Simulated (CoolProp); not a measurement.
R410A along the isotherm 226.85 °C: Z from the reference equation and from simpler models built on Tc = 71.3 °C, pc = 4.901 MPa, ω = 0.296; each cubic takes its own stable root.

Model: reference Helmholtz-energy equation of state, Lemmon 2003, in CoolProp. It is a pseudo-pure fit of the blend.

```csv
p (MPa),phase,reference
1.89,gas,0.9655
3.77,gas,0.9327
5.66,supercritical,0.9015
7.54,supercritical,0.8728
9.43,supercritical,0.8469
11.3,supercritical,0.8251
13.2,supercritical,0.8078
15.1,supercritical,0.7960
17,supercritical,0.7896
18.9,supercritical,0.7884
20.7,supercritical,0.7914
22.6,supercritical,0.7982
24.5,supercritical,0.8083
```

Question: How far does each simpler model (Redlich-Kwong, Soave-Redlich-Kwong, Peng-Robinson) lie from the reference over these 13 states: mean and median of the absolute difference, and the worst?

Answer: 
- Redlich-Kwong: mean 2.2 %, median 2.4 %, worst -3.9 % at 226.85 °C and 11.3 MPa
- Soave-Redlich-Kwong: mean 8.4 %, median 8.9 %, worst +15.2 % at 226.85 °C and 24.5 MPa
- Peng-Robinson: mean 3.8 %, median 3.8 %, worst +8.0 % at 226.85 °C and 24.5 MPa
